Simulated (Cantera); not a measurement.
A perfectly stirred reactor is fed with C2H6 : N2 = 1 : 140 (molar parts), at 860 Pa; it is held at 1800 K, and followed from long to short residence time.

Computed with Cantera and GRI-Mech 3.0 (53 species, 325 reactions). GRI-Mech 3.0 stops at C3 and has no aromatics, soot or wall deposition, so with more carbon than oxygen in the feed, carbon stays in small species such as C2H2 where larger ones or solid carbon would form. Radical loss at walls, strong at low pressure, is not modelled.

Task: What does this change do: temperature 1800 to 1898 K?

Result: 
| quantity | before | after |
|---|---|---|
| x(C2H6) at τ = 0.660 s | 5.77e-6 | 2.72e-6 |
| x(H2) at τ = 0.660 s | 0.0129 | 0.0130 |
| x(HCN) at τ = 0.660 s | 0.000365 | 0.000673 |
| x(H) at τ = 0.660 s | 0.000390 | 0.000460 |
| x(C2H2) at τ = 0.660 s | 0.00644 | 0.00635 |
| x(C2H6) at τ = 17.0 ms | 0.000187 | 9.40e-5 |
| x(H2) at τ = 17.0 ms | 0.00952 | 0.0101 |
| x(HCN) at τ = 17.0 ms | 6.91e-5 | 0.000129 |
| x(H) at τ = 17.0 ms | 0.000637 | 0.000755 |
| x(C2H2) at τ = 17.0 ms | 0.00469 | 0.00511 |

Task: What does this change do: 0.7 parts H2O added?

Result: 
```
quantity                  before     after
----------------------  --------  --------
x(C2H6) at τ = 0.660 s   5.77e-6   5.70e-6
x(H2) at τ = 0.660 s      0.0129    0.0145
x(HCN) at τ = 0.660 s   0.000365  0.000288
x(H) at τ = 0.660 s     0.000390  0.000379
x(C2H2) at τ = 0.660 s   0.00644   0.00580
x(C2H6) at τ = 17.0 ms  0.000187  0.000185
x(H2) at τ = 17.0 ms     0.00952   0.00977
x(HCN) at τ = 17.0 ms    6.91e-5   6.33e-5
x(H) at τ = 17.0 ms     0.000637  0.000617
x(C2H2) at τ = 17.0 ms   0.00469   0.00454
```
